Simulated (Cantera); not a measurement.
An isothermal, constant-pressure homogeneous reactor starts with NH₃ : N₂ = 1 : 2.5 (molar parts), at 1950 K and 0.0267 bar. Integrator tolerance rtol = 1e-08.

Detailed kinetics in Cantera: the gas-phase N/H chemistry of the illustrative SiF4/NH3 mechanism in the Surface Chemkin manual (1991). Walls and surfaces, which speed up NH3 decomposition in real reactors, are not modelled.

**Question.** What does this change do: temperature 1950 to 1300 K?

**Answer.** 
```tsv
quantity	before	after
x(NH₃) at 50.0 s	9.46e-7 (gas-phase equilibrium 9.01e-8)	0.285 (gas-phase equilibrium 5.10e-7)
x(N₂H₄) at 50.0 s	<1e-12 (gas-phase equilibrium <1e-12)	4.18e-9 (gas-phase equilibrium <1e-12)
x(N₂) at 50.0 s	0.665 (gas-phase equilibrium 0.665)	0.714 (gas-phase equilibrium 0.667)
x(H) at 50.0 s	0.00406 (gas-phase equilibrium 0.00406)	1.26e-8 (gas-phase equilibrium 3.94e-6)
x(H₂) at 50.0 s	0.331 (gas-phase equilibrium 0.331)	0.000916 (gas-phase equilibrium 0.333)
x(N) at 50.0 s	2.25e-8 (gas-phase equilibrium 2.14e-9)	2.11e-11 (gas-phase equilibrium <1e-12)
x(NH) at 50.0 s	1.49e-8 (gas-phase equilibrium 1.42e-9)	8.66e-9 (gas-phase equilibrium <1e-12)
```
